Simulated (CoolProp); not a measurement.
cis-2-butene at 187.05 K and 1.05 MPa is throttled through a valve to 0.55 MPa with no heat exchange. Each further row changes one setting.

Model: reference Helmholtz-energy equation of state, Lemmon 2005, in CoolProp. It is a short technical equation, of lower accuracy than the large ones.

```
case                       temperature change (K)  final density (kg/m³)
-------------------------  ----------------------  ---------------------
as stated                                    +0.3                    735
outlet pressure 0.165 MPa                    +0.4                    735
outlet pressure 0.715 MPa                    +0.2                    736
```
